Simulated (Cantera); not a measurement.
# Adiabatic ignition

An adiabatic, constant-pressure homogeneous reactor starts with 20.4 % H2, 16.7 % O2, 62.9 % N2, equivalence ratio 0.61, at 1498 K and 750 Torr.

Computed with Cantera and the H2/O2 subset of GRI-Mech 3.0, which has no nitrogen chemistry.

```csv
t (s),T (K),x H2,x O2,x H2O,x O,x H2O2,x OH
1.00e-6,1498,0.204,0.167,1.10e-7,4.93e-8,1.05e-9,4.30e-8
2.91e-6,1498,0.204,0.167,2.83e-6,5.98e-7,8.34e-9,5.12e-7
8.46e-6,1499,0.202,0.167,0.00117,0.000203,2.60e-7,0.000176
2.46e-5,1953,0.0279,0.0721,0.146,0.0315,7.20e-7,0.0238
7.15e-5,2380,0.0199,0.0678,0.174,0.0186,2.77e-7,0.0293
0.000208,2633,0.0110,0.0671,0.196,0.00924,4.22e-7,0.0259
0.000605,2664,0.00966,0.0672,0.198,0.00807,5.05e-7,0.0248
0.00176,2664,0.00966,0.0672,0.198,0.00807,5.05e-7,0.0248
0.00512,2664,0.00966,0.0672,0.198,0.00807,5.05e-7,0.0248
0.0149,2664,0.00966,0.0672,0.198,0.00807,5.05e-7,0.0248
0.0433,2664,0.00966,0.0672,0.198,0.00807,5.05e-7,0.0248
0.126,2664,0.00966,0.0672,0.198,0.00807,5.05e-7,0.0248
0.366,2664,0.00966,0.0672,0.198,0.00807,5.05e-7,0.0248
1.06,2664,0.00966,0.0672,0.198,0.00807,5.05e-7,0.0248
3.09,2664,0.00966,0.0672,0.198,0.00807,5.05e-7,0.0248
9.00,2664,0.00966,0.0672,0.198,0.00807,5.05e-7,0.0248
```
x: mole fraction; the columns are a selection and need not sum to one.

| Item | Result |
|---|---|
| time of steepest temperature rise | 13.8 µs |
| temperature at 9.00 s | 2664 K |
| equilibrium temperature | 2664 K |
| x(H2) at 9.00 s | 0.00966 (gas-phase equilibrium 0.00966) |
| x(O2) at 9.00 s | 0.0672 (gas-phase equilibrium 0.0672) |
| x(H2O) at 9.00 s | 0.198 (gas-phase equilibrium 0.198) |
